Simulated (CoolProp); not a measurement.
A simple Rankine cycle with R152A: condensing at 326.15 K, boiler at 3.78 MPa, turbine inlet 392.1 K, turbine efficiency 0.85, pump efficiency 0.7, no recuperator. Each further row changes one setting.

Model: reference Helmholtz-energy equation of state, Outcalt 1996, in CoolProp. It is a modified Benedict-Webb-Rubin equation, recast in Helmholtz form.

| case | thermal efficiency (%) | net work (kJ/kg) | heat in (kJ/kg) | turbine exit temperature (K) | volume ratio over the turbine |
|---|---|---|---|---|---|
| as stated | 9.1 | 25.1 | 276 | 332.6 | 3.23 |
| turbine inlet 412.1 K | 9.6 | 30.3 | 316 | 357.2 | 3.08 |
| condensing temperature 318.15 K | 10.4 | 30.4 | 291 | 323.6 | 3.96 |
| boiler pressure 2.65 MPa | 6.9 | 21.2 | 306 | 356.7 | 2.11 |
| turbine efficiency 0.75 | 7.9 | 21.7 | 276 | 335.0 | 3.28 |
